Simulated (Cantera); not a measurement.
**Cu2O + CO + H2 (carbothermic reduction)**

Charge: 1 mol Cu2O, 0.73 mol CO, a varied amount of H2, held at 1475 K and 10.0 mbar.

Method: chemical equilibrium by Gibbs-energy minimisation in Cantera with the NASA 1993 tables (ideal gas, pure condensed phases). Candidate condensed phases: C, C6H6, C7H8, C8H18, Cu, CuO, Cu(OH)2, Cu2O, H2O; 113 gas species. Mutual solubility and eutectic melting of coexisting phases are not modelled. The numbers say what is thermodynamically allowed, not how fast it happens.

At 0.15 mol H2 the condensed part is Cu(l) + Cu2O(s). From 0.38 mol H2 to 2.6 mol H2 the condensed part is Cu(l). The main Cu-bearing gas is Cu throughout.

```csv
n(H2) (mol),x CO2,x H2,x H2O,x CO,x O2,x Cu,x OH,x H,n Cu(l),n Cu2O(s)
0.15,0.824,2.96e-5,0.169,0.000357,0.00595,0.000536,0.000106,7.05e-7,1.78,0.110
0.38,0.577,0.0183,0.324,0.0808,5.70e-8,0.000536,8.14e-6,1.75e-5,2.00,0
0.6,0.373,0.0720,0.379,0.176,5.01e-9,0.000536,4.80e-6,3.48e-5,2.00,0
0.83,0.248,0.139,0.392,0.219,1.43e-9,0.000536,3.57e-6,4.84e-5,2.00,0
1.1,0.164,0.219,0.382,0.234,5.51e-10,0.000536,2.77e-6,6.07e-5,2.00,0
1.3,0.126,0.274,0.366,0.233,3.25e-10,0.000536,2.38e-6,6.78e-5,2.00,0
1.5,0.0992,0.323,0.349,0.228,2.11e-10,0.000536,2.09e-6,7.37e-5,2.00,0
1.7,0.0799,0.368,0.331,0.220,1.47e-10,0.000536,1.86e-6,7.87e-5,2.00,0
2,0.0600,0.426,0.306,0.207,9.36e-11,0.000536,1.59e-6,8.47e-5,2.00,0
2.2,0.0505,0.460,0.291,0.198,7.24e-11,0.000536,1.46e-6,8.79e-5,2.00,0
2.4,0.0431,0.490,0.276,0.190,5.76e-11,0.000536,1.34e-6,9.08e-5,2.00,0
2.6,0.0372,0.517,0.263,0.182,4.68e-11,0.000536,1.24e-6,9.33e-5,2.00,0
```
x: gas mole fraction; n: condensed amount in mol.
